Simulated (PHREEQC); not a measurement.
Consider water at 20 °C with 0.54 mol/kgw FeSO4, 0.003 mol/kgw CaCl2, 0.0048 mol/kgw H2SO4 and 0.00034 mol/kgw NaCl. Closed to the air; pH follows from the charge balance.

The numbers come from PHREEQC with the ion-association model, phreeqc.dat.

The pH comes out as 2.95 and the ionic strength is 1.06 mol/kgw. The activity of water is 0.986 and the density comes out as 1.074 g/cm³. The total alkalinity comes out as -9.60 meq/kg.

| species | molality | activity | log γ |
|---|---|---|---|
| FeSO4 | 0.273 | 0.348 | 0.106 |
| Fe+2 | 0.264 | 0.0540 | -0.689 |
| SO4-2 | 0.262 | 0.0399 | -0.818 |
| Cl- | 0.00600 | 0.00365 | -0.216 |
| HSO4- | 0.00489 | 0.00392 | -0.096 |
| FeHSO4+ | 0.00317 | 0.00255 | -0.096 |
| CaSO4 | 0.00171 | 0.00218 | 0.106 |
| H+ | 0.00152 | 0.00113 | -0.129 |
| Ca+2 | 0.00127 | 0.000320 | -0.600 |
| FeCl+ | 0.000339 | 0.000272 | -0.096 |
| Na+ | 0.000279 | 0.000206 | -0.132 |
| NaSO4- | 6.09e-5 | 3.98e-5 | -0.185 |

No solid was allowed to form. The ionic strength is past about 0.7 mol/kgw, beyond the range of this activity model, so the values are rough. Complexes and solids missing from the database can't appear.
